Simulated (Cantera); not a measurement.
Reactions in the system H-O-P

Cantera with NASA thermochemical tables; ideal gases at 1 bar, condensed phases pure. Values are per mole of reaction as written; species without (g) are pure solids or liquids, kept so even where they would boil at 1 bar.

6 H2O(g) + P4(g) → 6 O(g) + 4 PH3(g)

```json
[
 {"T (K)": "1123", "ΔH° (kJ)": "2940.3", "ΔS° (J/K)": "438.0", "ΔG° (kJ)": "2448.4", "log10 K": "-113.88"},
 {"T (K)": "1223", "ΔH° (kJ)": "2945.6", "ΔS° (J/K)": "442.5", "ΔG° (kJ)": "2404.4", "log10 K": "-102.69"},
 {"T (K)": "1323", "ΔH° (kJ)": "2950.8", "ΔS° (J/K)": "446.6", "ΔG° (kJ)": "2359.9", "log10 K": "-93.17"},
 {"T (K)": "1423", "ΔH° (kJ)": "2955.9", "ΔS° (J/K)": "450.3", "ΔG° (kJ)": "2315.1", "log10 K": "-84.98"},
 {"T (K)": "1523", "ΔH° (kJ)": "2960.8", "ΔS° (J/K)": "453.7", "ΔG° (kJ)": "2269.9", "log10 K": "-77.85"}
]
```
